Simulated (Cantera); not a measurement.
A freely propagating, adiabatic, planar premixed flame of 5.29 % CH4, 6.35 % H2, 18.6 % O2, 69.8 % N2, equivalence ratio 0.74, unburnt at 698 K and 10.0 bar; mixture-averaged transport, grid criteria slope 0.08 and curve 0.16, no radiation.

Model: GRI-Mech 3.0 (53 species, 325 reactions), integrated in Cantera. Burning velocities carry a grid error of a few per cent, more on coarse grids.

Predict: laminar burning velocity; thermal thickness; peak x(CH2CO); peak x(CH2).


| Item | Result |
|---|---|
| laminar burning velocity | 86.0 cm/s |
| thermal thickness | 0.0519 mm |
| peak x(CH2CO) | 6.96e-5 |
| peak x(CH2) | 1.60e-5 |
